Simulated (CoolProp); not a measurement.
A Linde-Hampson liquefier for oxygen: isothermal reversible compression at 300 K from 1 atm to 10 MPa, throttling to 1 atm, return gas leaving the recuperator 2 K below the feed. Each further row changes one setting.

Values from CoolProp's reference Helmholtz-energy equation of state, Schmidt 1985.

| case | liquid yield per pass | compression work (kJ/kg of gas) |
|---|---|---|
| as stated | 0.053 | 354 |
| high pressure 20 MPa | 0.101 | 405 |
| warm-end temperature 330 K | 0.040 | 391 |
| warm-end gap 7 K | 0.042 | 354 |

Above 300 K oxygen's equation is extrapolated.
